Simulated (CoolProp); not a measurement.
n-perfluorohexane at several states: density (kg/m³) from the reference equation and from simpler models built on Tc = 448.0 K, pc = 1742 kPa, ω = 0.497; each cubic takes its own stable root.

The numbers come from the reference Helmholtz-energy equation of state, Gao 2022 in CoolProp.

```csv
T (K),p (kPa),phase,reference
412.1,719,gas,93.61
356.5,300,liquid,1490
438,5120,liquid,1233
```

### Question
How far does each simpler model (Redlich-Kwong, Soave-Redlich-Kwong, Peng-Robinson) lie from the reference over these 3 states: mean and median of the absolute difference, and the worst?

### Answer
- Redlich-Kwong: mean 39.2 %, median 16.2 %, worst -97.4 % at 356.5 K and 300 kPa
- Soave-Redlich-Kwong: mean 10.5 %, median 14.8 %, worst -15.2 % at 438 K and 5120 kPa
- Peng-Robinson: mean 3.2 %, median 3.5 %, worst -5.3 % at 438 K and 5120 kPa

At some of these states Redlich-Kwong gives the other phase, because its saturation line lies elsewhere.
